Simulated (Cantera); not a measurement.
Cantera run, input and output.

```python
import numpy as np
import cantera as ct

gas = ct.Solution("gri30.yaml")
gas.TPX = 1698, 65, {'CH4': 4.8, 'N2': 3}
reactor = ct.IdealGasConstPressureReactor(gas, energy="off", clone=False)
net = ct.ReactorNet([reactor])
net.rtol, net.atol = 1e-08, 1e-18
show = ['CH4', 'H2', 'C2H2', 'HCN', 'C2H', 'H', 'CH2']
times = np.geomspace(0.0001, 8, 12)

steps = ct.SolutionArray(gas, extra=["t"])
rows = []
print(f"{'t/s':>10s}{'T/K':>9s}{'P/Pa':>11s}" + "".join(f"{s:>11s}" for s in show))
for t in times:
    while net.time < t:
        t_next = net.step()
        steps.append(gas.state, t=t_next)
    rows.append([np.interp(t, steps.t, y) for y in (steps.T, steps.P, *steps(*show).X.T)])
    print(f"{t:10.3e}{rows[-1][0]:9.1f}{rows[-1][1]:11.4g}" + "".join(f"{x:11.3e}" for x in rows[-1][2:]))
rate = np.gradient(steps.T, steps.t)
print("integrator steps:", len(steps.t))
if steps.T.max() > steps.T[0] + 200:
    print(f"time of steepest temperature rise: {steps.t[rate.argmax()]:.4e} s")
gas.TPX = 1698, 65, {'CH4': 4.8, 'N2': 3}
gas.equilibrate("TP")
print(f"equilibrium (TP): T = {gas.T:.1f} K  " + "  ".join(f"{s} {gas[s].X[0]:.3e}" for s in show))
```

It prints:

```
       t/s      T/K       P/Pa        CH4         H2       C2H2        HCN        C2H          H        CH2
 1.000e-04   1698.0         65  6.154e-01  4.077e-07  5.174e-19  4.598e-19  3.281e-27  5.246e-07  8.628e-14
 2.791e-04   1698.0         65  6.154e-01  1.897e-06  4.987e-17  4.693e-18  1.080e-24  7.051e-07  1.438e-12
 7.789e-04   1698.0         65  6.154e-01  6.537e-06  8.317e-15  4.316e-17  5.106e-22  7.251e-07  1.505e-11
 2.174e-03   1698.0         65  6.153e-01  1.954e-05  1.160e-12  3.647e-16  2.086e-19  7.257e-07  1.284e-10
 6.067e-03   1698.0         65  6.152e-01  5.595e-05  1.148e-10  3.096e-15  6.109e-17  7.305e-07  1.028e-09
 1.693e-02   1698.0         65  6.150e-01  1.600e-04  8.805e-09  3.206e-14  1.361e-14  7.707e-07  7.986e-09
 4.725e-02   1698.0         65  6.141e-01  5.071e-04  6.042e-07  4.105e-13  2.594e-12  1.096e-06  5.989e-08
 1.319e-01   1698.0         65  6.102e-01  2.740e-03  4.197e-05  7.496e-12  3.016e-10  3.907e-06  4.201e-07
 3.680e-01   1698.0         65  5.662e-01  3.605e-02  3.208e-03  6.927e-10  1.983e-08  4.042e-05  2.445e-06
 1.027e+00   1698.0         65  2.706e-01  3.073e-01  8.953e-02  6.502e-08  6.923e-07  4.299e-04  4.769e-06
 2.867e+00   1698.0         65  9.142e-02  4.834e-01  1.597e-01  3.543e-07  1.292e-06  7.074e-04  2.542e-06
 8.000e+00   1698.0         65  2.826e-02  5.436e-01  1.811e-01  9.519e-07  1.802e-06  9.787e-04  1.504e-06
integrator steps: 1019
equilibrium (TP): T = 1698.0 K  CH4 1.355e-05  H2 5.680e-01  C2H2 1.426e-01  HCN 9.491e-02  C2H 5.972e-06  H 4.305e-03  CH2 1.625e-08
```

Computed with Cantera and GRI-Mech 3.0 (53 species, 325 reactions). GRI-Mech 3.0 stops at C3 and has no aromatics, soot or wall deposition, so with more carbon than oxygen in the feed, carbon stays in small species such as C2H2 where larger ones or solid carbon would form. Radical loss at walls, strong at low pressure, is not modelled.
